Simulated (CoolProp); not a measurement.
Properties of R1234ze(Z) along the isobar 4.21 MPa.

Values from CoolProp's reference Helmholtz-energy equation of state, Akasaka 2019.

```json
[
 {"T (°C)": "44.15", "phase": "liquid", "Z": "0.1531", "cv (kJ/(kg K))": "0.9104", "speed of sound (m/s)": "593.6", "isothermal compressibility (1/MPa)": "0.003438", "expansivity (1/kK)": "2.270", "fugacity coefficient": "0.08114"},
 {"T (°C)": "52.95", "phase": "liquid", "Z": "0.1521", "cv (kJ/(kg K))": "0.9251", "speed of sound (m/s)": "561.5", "isothermal compressibility (1/MPa)": "0.003936", "expansivity (1/kK)": "2.405", "fugacity coefficient": "0.1025"},
 {"T (°C)": "61.65", "phase": "liquid", "Z": "0.1514", "cv (kJ/(kg K))": "0.9397", "speed of sound (m/s)": "530.0", "isothermal compressibility (1/MPa)": "0.004535", "expansivity (1/kK)": "2.559", "fugacity coefficient": "0.1271"},
 {"T (°C)": "70.45", "phase": "liquid", "Z": "0.1510", "cv (kJ/(kg K))": "0.9547", "speed of sound (m/s)": "498.1", "isothermal compressibility (1/MPa)": "0.005286", "expansivity (1/kK)": "2.742", "fugacity coefficient": "0.1556"},
 {"T (°C)": "79.25", "phase": "liquid", "Z": "0.1509", "cv (kJ/(kg K))": "0.9697", "speed of sound (m/s)": "466.1", "isothermal compressibility (1/MPa)": "0.006235", "expansivity (1/kK)": "2.961", "fugacity coefficient": "0.1877"},
 {"T (°C)": "87.95", "phase": "liquid", "Z": "0.1513", "cv (kJ/(kg K))": "0.9847", "speed of sound (m/s)": "434.2", "isothermal compressibility (1/MPa)": "0.007448", "expansivity (1/kK)": "3.224", "fugacity coefficient": "0.2229"},
 {"T (°C)": "96.75", "phase": "liquid", "Z": "0.1522", "cv (kJ/(kg K))": "1.000", "speed of sound (m/s)": "401.5", "isothermal compressibility (1/MPa)": "0.009085", "expansivity (1/kK)": "3.559", "fugacity coefficient": "0.2621"},
 {"T (°C)": "105.55", "phase": "liquid", "Z": "0.1536", "cv (kJ/(kg K))": "1.016", "speed of sound (m/s)": "368.1", "isothermal compressibility (1/MPa)": "0.01136", "expansivity (1/kK)": "3.995", "fugacity coefficient": "0.3046"},
 {"T (°C)": "114.25", "phase": "liquid", "Z": "0.1559", "cv (kJ/(kg K))": "1.032", "speed of sound (m/s)": "334.1", "isothermal compressibility (1/MPa)": "0.01464", "expansivity (1/kK)": "4.581", "fugacity coefficient": "0.3496"},
 {"T (°C)": "123.05", "phase": "liquid", "Z": "0.1592", "cv (kJ/(kg K))": "1.049", "speed of sound (m/s)": "298.0", "isothermal compressibility (1/MPa)": "0.01986", "expansivity (1/kK)": "5.436", "fugacity coefficient": "0.3977"},
 {"T (°C)": "131.75", "phase": "liquid", "Z": "0.1642", "cv (kJ/(kg K))": "1.068", "speed of sound (m/s)": "260.1", "isothermal compressibility (1/MPa)": "0.02884", "expansivity (1/kK)": "6.771", "fugacity coefficient": "0.4472"},
 {"T (°C)": "140.55", "phase": "liquid", "Z": "0.1723", "cv (kJ/(kg K))": "1.090", "speed of sound (m/s)": "217.9", "isothermal compressibility (1/MPa)": "0.04780", "expansivity (1/kK)": "9.258", "fugacity coefficient": "0.4985"},
 {"T (°C)": "149.35", "phase": "liquid", "Z": "0.1872", "cv (kJ/(kg K))": "1.123", "speed of sound (m/s)": "168.4", "isothermal compressibility (1/MPa)": "0.1060", "expansivity (1/kK)": "15.68", "fugacity coefficient": "0.5498"},
 {"T (°C)": "158.05", "phase": "supercritical", "Z": "0.2384", "cv (kJ/(kg K))": "1.202", "speed of sound (m/s)": "103.8", "isothermal compressibility (1/MPa)": "0.7694", "expansivity (1/kK)": "66.33", "fugacity coefficient": "0.5980"},
 {"T (°C)": "166.85", "phase": "supercritical", "Z": "0.4234", "cv (kJ/(kg K))": "1.176", "speed of sound (m/s)": "101.9", "isothermal compressibility (1/MPa)": "0.8715", "expansivity (1/kK)": "36.11", "fugacity coefficient": "0.6349"}
]
```
